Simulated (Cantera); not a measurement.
Source: NASA polynomial tables (part measured, part estimated), evaluated in Cantera. Values are per mole of reaction as written; species without (g) are pure solids or liquids, kept so even where they would boil at 1 bar.

2 P₂(g) + 10 OH(g) = 5 H₂(g) + P₄O₁₀

| T (K) | ΔH° (kJ) | ΔS° (J/K) | ΔG° (kJ) | log10 K |
|---|---|---|---|---|
| 300 | -3690.8 | -1391.5 | -3273.3 | 569.93 |
| 448 | -3686.3 | -1380.2 | -3067.9 | 357.70 |
| 473 | -3684.6 | -1376.5 | -3033.5 | 334.99 |
| 498 | -3682.6 | -1372.5 | -2999.1 | 314.57 |
| 523 | … | … | … | … |
| 548 | -3678.1 | -1363.9 | -2930.7 | 279.35 |
| 573 | -3675.5 | -1359.3 | -2896.7 | 264.06 |
| 598 | -3672.8 | -1354.5 | -2862.8 | 250.05 |
| 623 | -3669.8 | -1349.6 | -2828.9 | 237.19 |
| 648 | -3666.6 | -1344.7 | -2795.3 | 225.32 |
| 673 | … | … | … | … |

Q: Some entries are withheld; supply them.

A: 
- 523, ΔH° (kJ): -3680.5
- 523, ΔS° (J/K): -1368.3
- 523, ΔG° (kJ): -2964.9
- 523, log10 K: 296.11
- 673, ΔH° (kJ): -3663.2
- 673, ΔS° (J/K): -1339.6
- 673, ΔG° (kJ): -2761.7
- 673, log10 K: 214.34
